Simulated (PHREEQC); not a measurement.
1 kg of water holding 0.06 mol KCl, 0.39 mol SrCl2, 0.074 mol CaCl2, 0.21 mol NaCl and 0.57 mol MgCl2 is evaporated at 25 °C; the solids stay in contact with the brine. CO2 from the air is kept out. Only these solids could form: Bischofite, Brucite, Carnallite, Halite, Portlandite, Sylvite, MgCl2_4H2O.

Computed with PHREEQC (Pitzer model, pitzer.dat).

| water left (kg) | ionic strength | water activity | Halite (mol) | Carnallite (mol) | Na in solution (mol/kgw) |
|---|---|---|---|---|---|
| 1 | 3.37 | 0.930 | 0 | 0 | 0.210 |
| 0.8219 | 4.10 | ? | 0 | 0 | ? |
| 0.6755 | 4.99 | ? | 0 | 0 | ? |
| 0.5552 | 6.07 | 0.846 | 0 | 0 | 0.378 |
| 0.4563 | 7.39 | 0.797 | 0 | 0 | 0.460 |
| 0.375 | 8.99 | 0.731 | 0 | 0 | 0.560 |
| 0.3082 | ? | 0.646 | 0 | 0 | 0.681 |
| 0.2533 | 13.1 | 0.551 | 0.0503 | 0 | 0.630 |
| 0.2079 | ? | 0.455 | ? | 0.00251 | ? |
| 0.1655 | 18.0 | 0.354 | 0.192 | 0.0522 | 0.109 |

Problem. Complete the blanks.

Solution. 
- 0.8219, water activity: 0.910
- 0.8219, Na in solution (mol/kgw): 0.256
- 0.6755, water activity: 0.883
- 0.6755, Na in solution (mol/kgw): 0.311
- 0.3082, ionic strength: 10.9
- 0.2079, ionic strength: 15.4
- 0.2079, Halite (mol): 0.153
- 0.2079, Na in solution (mol/kgw): 0.275

Complexes and solids missing from the database can't appear.
